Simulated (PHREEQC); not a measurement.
A solution holds 110 mmol/kgw K2CO3, 0.066 mmol/kgw MgSO4 and 3.1 mmol/kgw NaCl, at 31 °C. Closed to the air; pH follows from the charge balance.

Equilibrium calculation in PHREEQC: Pitzer model, pitzer.dat.

```tsv
quantity	before	after
pH	11.27	10.18
ionic strength (mol/kgw)	0.329	0.316
SI of Halite (NaCl)	-6.97	-6.96
```

Which change was made?
(A) MgSO4 left out
(B) temperature from 31 to 60 °C
(C) MgSO4 from 6.6e-05 to 3.3e-05 mol/kgw
(D) 0.017 mol/kgw H2SO4 added
(E) K2CO3 from 0.11 to 0.022 mol/kgw

D, 0.017 mol/kgw H2SO4 added

No solid was allowed to form. Some of these states are supersaturated (in Magnesite (slow to form), for instance).
